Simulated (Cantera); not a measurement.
Feed: 1 mol MgCO3, 0.6 mol C, 0.039 mol O2, equilibrated at 13.3 mbar.

Method: chemical equilibrium by Gibbs-energy minimisation in Cantera with the NASA 1993 tables (ideal gas, pure condensed phases). Candidate condensed phases: C, Mg, MgCO3, MgO; 15 gas species. The numbers say what is thermodynamically allowed, not how fast it happens. All values below are at 1050 K.

Base state: CO 0.701, CO2 0.299 (mole fractions); condensed: MgO(s).

Problem. What changes in the equilibrium state with this change: O2 from 0.039 to 1.2 mol?

Solution. 
```csv
species,before,after
CO2,0.299,0.727
O2,<1e-9,0.273
CO,0.701,3.70e-9
"MgO(s), mol",1.00,1.00
```
